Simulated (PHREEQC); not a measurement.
# Mixed reagents with alkaline etch or developer (model solution)

Solution A (0.0028 mol/kgw HF and 0.0015 mol/kgw H3BO3) is mixed with solution B (0.0023 mol/kgw KOH and 0.02 mol/kgw K2CO3) at 25 °C; shares are by mass of water, 1 kg in all. Oxygen alone is held at its pressure in air (log pO2 = -0.68). No CO2 enters from the air. No solid was allowed to form.

All values are PHREEQC results (ion-association model, phreeqc.dat), not measurements.

| share of solution B | pH | CO3-2 (mol/kgw) | F- (mol/kgw) | H3BO3 (mol/kgw) | H2BO3- (mol/kgw) | HF (mol/kgw) | BF4- (mol/kgw) |
|---|---|---|---|---|---|---|---|
| 0 | 2.99 | 0 | 0.000852 | 0.00130 | 7.61e-10 | 0.00126 | 0.000124 |
| 0.1 | 7.07 | 1.16e-6 | 0.00252 | 0.00134 | 9.80e-6 | 2.97e-7 | 0 |
| 0.2 | 9.82 | 0.00118 | 0.00224 | 0.000230 | 0.000970 | 4.57e-10 | 0 |
| 0.3 | 10.32 | 0.00351 | 0.00196 | 7.15e-5 | 0.000978 | 1.23e-10 | 0 |
| 0.4 | 10.60 | 0.00591 | 0.00168 | 3.27e-5 | 0.000867 | 5.45e-11 | 0 |
| 0.5 | 10.80 | 0.00826 | 0.00140 | 1.69e-5 | 0.000733 | 2.77e-11 | 0 |
| 0.6 | 10.97 | 0.0105 | 0.00112 | 9.18e-6 | 0.000591 | 1.49e-11 | 0 |
| 0.7 | 11.11 | 0.0128 | 0.000840 | 4.97e-6 | 0.000445 | 8.02e-12 | 0 |
| 0.8 | 11.22 | 0.0149 | 0.000560 | 2.52e-6 | 0.000297 | 4.05e-12 | 0 |
| 0.9 | 11.32 | 0.0170 | 0.000280 | 1.00e-6 | 0.000149 | 1.60e-12 | 0 |
| 1 | 11.40 | 0.0191 | 0 | 0 | 0 | 0 | 0 |

Real BF4- forms and hydrolyses slowly; the run takes it at equilibrium.
